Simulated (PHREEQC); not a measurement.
## Copper plating or etch bath

Solution (25 °C): 3.3 mmol/kgw CuCl2, 1.1 mmol/kgw HNO3 and 36 mmol/kgw KCl. Closed to the air; pH follows from the charge balance.

The numbers come from PHREEQC with the ion-association model, phreeqc.dat.

This is a speciation only: nothing precipitates in the calculation.

Task: Predict the pH, specific conductance.

Result: pH 3.03; specific conductance 5810 µS/cm.

Task: In which forms is Cu present?

Result: Cu+2 95 %, CuCl+ 5.3 % of the Cu.
